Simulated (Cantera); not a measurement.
Input: 1 mol AlN, 1.3 mol N2, 0.095 mol C, held at 3073 K and 0.0133 bar.

Method: chemical equilibrium by Gibbs-energy minimisation in Cantera with the NASA 1993 tables (ideal gas, pure condensed phases). Candidate condensed phases: Al, AlN, C; 16 gas species. Equilibrium is a limit: real reactors are often held back by kinetics, nucleation or transport.

Base state: N2 0.625, Al 0.351, CN 0.0148, C3 0.00426, C 0.00330, C2 0.000998, C2N2 0.000154, N 0.000151 (mole fractions); condensed: gas only.

Problem. What changes in the equilibrium state with this change: 0.0037 mol CH4 added?

Solution. 
| species | before | after |
|---|---|---|
| N2 | 0.625 | 0.621 |
| Al | 0.351 | 0.349 |
| CN | 0.0148 | 0.0149 |
| H | 0 | 0.00486 |
| HCN | 0 | 0.000227 |
| HNC | 0 | 4.53e-5 |
| C2H | 0 | 1.41e-5 |
Further candidate phases: C6H6, C7H8, C8H18.
